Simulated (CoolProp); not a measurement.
Saturation properties of n-perfluoropentane.

Computed with CoolProp (reference Helmholtz-energy equation of state, Gao 2022).

| T (K) | p (MPa) | liquid density (kg/m³) | vapour Z |
|---|---|---|---|
| 308.7 | ? | 1569 | 0.9339 |
| 313.5 | 0.1493 | 1553 | ? |
| 318.2 | 0.1744 | 1536 | 0.9165 |
| 323 | 0.2032 | 1519 | 0.9066 |
| 327.7 | 0.2349 | 1501 | 0.8962 |
| 332.5 | 0.2709 | 1483 | 0.8848 |
| 337.3 | 0.3111 | ? | ? |
| 342 | ? | 1445 | 0.8597 |
| 346.8 | 0.4037 | 1424 | 0.8457 |
| 351.5 | 0.4565 | 1404 | 0.8309 |
| 356.3 | 0.5158 | 1382 | ? |
| 361 | 0.5792 | ? | 0.7980 |
| 365.8 | ? | 1336 | 0.7795 |

Problem. Some entries are withheld; supply them.

Solution. 
- 308.7, p (MPa): 0.1267
- 313.5, vapour Z: 0.9255
- 337.3, liquid density (kg/m³): 1464
- 337.3, vapour Z: 0.8726
- 342, p (MPa): 0.3546
- 356.3, vapour Z: 0.8148
- 361, liquid density (kg/m³): 1360
- 365.8, p (MPa): 0.6499

It boils at 302.5 K under 1 atm.
